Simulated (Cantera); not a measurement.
Feed: 1 mol Si, 1.4 mol HCl, 0.29 mol H2, held at 725 K and 0.350 bar.

These are equilibrium values from Cantera (NASA tables, ideal gas, pure condensed phases), not measurements of a reactor. Candidate condensed phases: Si; 19 gas species. The tables' values for SiCl3 are old estimates; treat these amounts as uncertain. Rates play no part.

Problem. What is the equilibrium state?

Solution. 
```
Quantity       Result
----------  ---------
x(H2)           0.714
x(SiCl4)        0.210
x(SiHCl3)      0.0739
x(SiH2Cl2)    0.00181
x(HCl)       0.000625
x(SiCl3)      1.93e-5
x(SiH3Cl)     9.73e-6
n(Si(s))    0.625 mol
gas amount  1.315 mol
```
